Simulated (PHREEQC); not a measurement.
Consider water at 20 °C with 0.013 mol HF, 0.01 mol H2SiF6, 3.6e-05 mol H3BO3 and 0.027 mol H2SO4 per kg of water. Closed to the air; pH follows from the charge balance.

All values are PHREEQC results (ion-association model, wateq4f.dat), not measurements.

| quantity | before | after |
|---|---|---|
| pH | 1.33 | 1.59 |
| ionic strength (mol/kgw) | 0.0746 | 0.0515 |
| HSO4- (mol/kgw) | 0.0184 | 0.0148 |
| HF (mol/kgw) | 0.0118 | 0.0196 |
| SO4-2 (mol/kgw) | 0.00865 | 0.0118 |
| H2F2 (mol/kgw) | 0.000439 | 0.00121 |

**Question.** Name the change that produced these shifts.
A. 0.0092 mol/kgw HNO3 added
B. temperature from 20 to 40 °C
C. H2SiF6 replaced by (NH4)2SiF6 at the same molality
D. H2SiF6 replaced by KF at the same molality
E. diluted 2-fold with water

**Answer.** D, H2SiF6 replaced by KF at the same molality

No solid was allowed to form. SiF6-2 is the database's only silicon fluoride. Real BF4- forms and hydrolyses slowly; the run takes it at equilibrium.
